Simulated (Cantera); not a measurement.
A closed system holds: 1 mol C3H8, 23 mol H2, at 62000 Pa.

Cantera equilibrium calculation (NASA polynomials, part measured and part estimated; ideal gas, pure solids and liquids). Candidate condensed phases: C, C6H6, C7H8, C8H18; 76 gas species. Kinetics and transport are ignored.

x: gas mole fraction; n: condensed amount in mol.

```csv
T (K),x H2,x CH4,x C2H6,x C2H4,x H,x C2H2 (acetylene),n C(graphite)
600,0.875,0.125,1.05e-8,<1e-12,<1e-12,<1e-12,0
700,0.875,0.125,7.76e-8,3.37e-11,<1e-12,<1e-12,0
800,0.875,0.125,3.57e-7,3.29e-9,3.44e-12,<1e-12,0
900,0.875,0.125,[?],[?],[?],[?],0
1000,0.947,0.0531,5.25e-7,3.29e-7,2.80e-9,1.08e-9,1.64
1100,0.979,[?],[?],[?],[?],[?],[?]
1200,0.990,0.00961,7.18e-8,7.61e-7,2.49e-7,1.02e-7,2.74
```

Q: What belongs in the gaps?

A: 
- 900, x C2H6: 1.19e-6
- 900, x C2H4: 1.19e-7
- 900, x H: 1.39e-10
- 900, x C2H2 (acetylene): 3.50e-11
- 1100, x CH4: 0.0213
- 1100, x C2H6: 1.83e-7
- 1100, x C2H4: 5.31e-7
- 1100, x H: 3.25e-8
- 1100, x C2H2 (acetylene): 1.30e-8
- 1100, n C(graphite): 2.44
